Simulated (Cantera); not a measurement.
A closed system holds: 1 mol MgCO3, 4.8 mol H2, at 1373.15 K and 1 atm.

Cantera equilibrium calculation (NASA polynomials, part measured and part estimated; ideal gas, pure solids and liquids). Candidate condensed phases: C, C6H6, C7H8, C8H18, H2O, Mg, MgCO3, MgO, Mg(OH)2; 116 gas species. Equilibrium is a limit: real reactors are often held back by kinetics, nucleation or transport.

Base state: H2 0.673, H2O 0.155, CO 0.155, CO2 0.0174 (mole fractions); condensed: MgO(s).

### Question
What changes in the equilibrium state with this change: temperature from 1373.15 K to 1575 K?

### Answer
```tsv
species	before	after
H2	0.673	0.668
H2O	0.155	0.159
CO	0.155	0.159
CO2	0.0174	0.0131
H	2.72e-6	3.37e-5
MgO(s), mol	1.00	1.000
```

### Question
What changes in the equilibrium state with this change: temperature from 1373.15 K to 1175 K?

### Answer
| species | before | after |
|---|---|---|
| H2 | 0.673 | 0.680 |
| H2O | 0.155 | 0.148 |
| CO | 0.155 | 0.147 |
| CO2 | 0.0174 | 0.0250 |
| CH4 | 7.34e-6 | 0.000214 |
| MgO(s), mol | 1.00 | 1.00 |

### Question
What changes in the equilibrium state with this change: temperature from 1373.15 K to 1600 K?

### Answer
| species | before | after |
|---|---|---|
| H2 | 0.673 | 0.668 |
| CO | 0.155 | 0.160 |
| H2O | 0.155 | 0.160 |
| CO2 | 0.0174 | 0.0127 |
| H | 2.72e-6 | 4.41e-5 |
| MgO(s), mol | 1.00 | 1.000 |
